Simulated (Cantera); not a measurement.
Input: 1 mol borazine, 4.7 mol N2, at 1475 K and 750 Torr.

Method: chemical equilibrium by Gibbs-energy minimisation in Cantera with the NASA 1993 tables (ideal gas, pure condensed phases). Candidate condensed phases: B, BN; 15 gas species. The feed counts by its element totals alone. Equilibrium is a limit: real reactors are often held back by kinetics, nucleation or transport.

Base state: N2 0.610, H2 0.390, NH3 1.27e-5 (mole fractions); condensed: BN(s).

What changes in the equilibrium state with this change: borazine replaced by BCl3?


```csv
species,before,after
N2,0.610,0.824
BCl3,0,0.175
Cl,0,9.52e-5
H2,0.390,0
BCl2,0,2.26e-5
NH3,1.27e-5,0
"BN(s), mol",3.00,0.000152
```
N2 is the only nitrogen source here; it is nearly inert below about 1500 K, so the nitride shown seldom forms there in practice. The tables' values for BCl2 are old estimates; treat these amounts as uncertain.
